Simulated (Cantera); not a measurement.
Gas mixture: CH4 : C2H4 : N2 : C2H6 = 0.59 : 0.97 : 0.85 : 0.49 (molar parts), at 760 Torr, frozen composition.

Cantera's kinetic-theory transport with the Lennard-Jones parameters of GRI-Mech 3.0, ideal gas; thermal conductivity in the mixture-averaged form. The composition is frozen, though it would react at the higher temperatures.

One state of this run: ρ (kg/m³) = 0.395; cp (J/kg/K) = 2642; μ (µPa s) = 26.7; λ (mW/m/K) = 89.1; Pr = 0.791; D (cm²/s) H2O = 1.21; D (cm²/s) CH4 = 1.05; D (cm²/s) NH3 = 1.16. D: mixture-averaged diffusion coefficient of that species in the mixture.

Q: Which value of T (K) does it belong to?
A) 1200
B) 800
C) 1800
D) 1600

A: B, 800
